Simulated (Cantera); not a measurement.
Feed: 1 mol Si, a varied amount of HF, 0.76 mol N₂, held at 1173 K and 41.0 mbar.

Cantera equilibrium calculation (NASA polynomials, part measured and part estimated; ideal gas, pure solids and liquids). Candidate condensed phases: Si, Si₃N₄; 37 gas species. N₂ is the only nitrogen source here; it is nearly inert below about 1500 K, so the nitride shown seldom forms there in practice. The tables' values for SiF₃ are old estimates; treat these amounts as uncertain. The numbers say what is thermodynamically allowed, not how fast it happens.

log p: log10 of the partial pressure in bar; n: condensed amount in mol.

| n(HF) (mol) | log p HF | log p H₂ | log p SiF₄ | log p N₂ | log p SiHF₃ | log p SiF₃ | n Si₃N₄(s) |
|---|---|---|---|---|---|---|---|
| 1.4 | -4.03 | -1.68 | -1.99 | -2.01 | -4.26 | -4.72 | 0.217 |
| 1.8 | -4.03 | -1.68 | -1.98 | -2.03 | -4.25 | -4.71 | 0.183 |
| 2.1 | -4.03 | -1.67 | -1.98 | -2.05 | -4.24 | -4.71 | 0.158 |
| 2.6 | -4.03 | -1.67 | -1.97 | -2.06 | -4.23 | -4.70 | 0.117 |
| 3.1 | -4.03 | -1.67 | -1.97 | -2.07 | -4.23 | -4.70 | 0.0751 |
| 3.8 | -4.03 | -1.66 | -1.97 | -2.08 | -4.22 | -4.70 | 0.0168 |
| 4.6 | -2.25 | -1.73 | -2.03 | -2.15 | ___ | -6.57 | 0 |
| 5.5 | -1.93 | -1.81 | -2.11 | -2.23 | ___ | -7.00 | 0 |
| 6.7 | -1.77 | -1.90 | -2.20 | -2.32 | ___ | -7.30 | 0 |
| 8.1 | -1.67 | -1.98 | -2.28 | -2.40 | ___ | -7.53 | 0 |
| 9.8 | -1.60 | -2.07 | -2.37 | -2.49 | ___ | -7.72 | 0 |

Problem. What belongs in the gaps?

Solution. 
- 4.6, log p SiHF₃: -6.12
- 5.5, log p SiHF₃: -6.60
- 6.7, log p SiHF₃: -6.95
- 8.1, log p SiHF₃: -7.21
- 9.8, log p SiHF₃: -7.45
